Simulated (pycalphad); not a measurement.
# Phase fractions of Al-1.05Si-1.26Mg (at.%)

Source of the numbers: pycalphad with the COST 507 light-alloy database (1999); pressure 1 atm. The database dates from 1999; later assessments differ in places, in temperatures and in the compounds included. Phase fractions are per mole of atoms. Diffusion is slow at the low end, where real alloys seldom reach equilibrium.

```tsv
T (K)	LIQUID	FCC_A1	MG2SI	DIAMOND_A4
950	1.000	-	-	-
900	0.229	0.771	-	-
850	0.023	0.977	trace	-
800	-	0.991	0.009	-
750	-	0.986	0.014	-
700	-	0.982	0.016	0.002
650	-	?	?	?
600	-	0.978	0.018	0.004
550	-	0.978	0.018	0.004
500	-	0.977	0.019	0.004
450	-	0.977	0.019	0.004
400	-	0.977	0.019	0.004
350	-	0.977	0.019	0.004
```

Q: Some entries are withheld; supply them.

A: 
- 650, FCC_A1: 0.980
- 650, MG2SI: 0.017
- 650, DIAMOND_A4: 0.003

Database names, with the compositions (at.%) that they take in these runs: MG2SI: Mg 67 Si 33. FCC_A1 is fcc; DIAMOND_A4 is diamond (Si).
